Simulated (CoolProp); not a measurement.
Vapour pressure (MPa) of water: the reference equation beside estimates from Tc = 647.1 K, pc = 22.06 MPa, ω = 0.344.

Computed with CoolProp (reference Helmholtz-energy equation of state, Wagner 2002).

```json
[
 {"T (K)": "514.9", "reference": "3.451", "van der Waals": "8.250", "Redlich-Kwong": "5.222", "Soave-Redlich-Kwong": "3.534"},
 {"T (K)": "521.5", "reference": "3.867", "van der Waals": "8.751", "Redlich-Kwong": "5.717", "Soave-Redlich-Kwong": "3.965"},
 {"T (K)": "528", "reference": "4.312", "van der Waals": "9.261", "Redlich-Kwong": "6.234", "Soave-Redlich-Kwong": "4.426"},
 {"T (K)": "534.6", "reference": "4.804", "van der Waals": "9.799", "Redlich-Kwong": "6.791", "Soave-Redlich-Kwong": "4.935"},
 {"T (K)": "541.2", "reference": "5.337", "van der Waals": "10.36", "Redlich-Kwong": "7.382", "Soave-Redlich-Kwong": "5.486"},
 {"T (K)": "547.8", "reference": "5.914", "van der Waals": "10.93", "Redlich-Kwong": "8.006", "Soave-Redlich-Kwong": "6.082"},
 {"T (K)": "554.4", "reference": "6.538", "van der Waals": "11.53", "Redlich-Kwong": "8.666", "Soave-Redlich-Kwong": "6.725"},
 {"T (K)": "560.9", "reference": "7.201", "van der Waals": "12.13", "Redlich-Kwong": "9.350", "Soave-Redlich-Kwong": "7.406"},
 {"T (K)": "567.5", "reference": "7.925", "van der Waals": "12.77", "Redlich-Kwong": "10.08", "Soave-Redlich-Kwong": "8.149"},
 {"T (K)": "574.1", "reference": "8.703", "van der Waals": "13.42", "Redlich-Kwong": "10.85", "Soave-Redlich-Kwong": "8.946"},
 {"T (K)": "580.7", "reference": "9.539", "van der Waals": "14.10", "Redlich-Kwong": "11.66", "Soave-Redlich-Kwong": "9.799"},
 {"T (K)": "587.2", "reference": "10.42", "van der Waals": "14.78", "Redlich-Kwong": "12.49", "Soave-Redlich-Kwong": "10.70"}
]
```

Absolute difference from the reference over all 12 rows, mean and median: van der Waals 84.4 and 80.6 %, Redlich-Kwong 34.6 and 34.0 %, Soave-Redlich-Kwong 2.7 and 2.8 %.
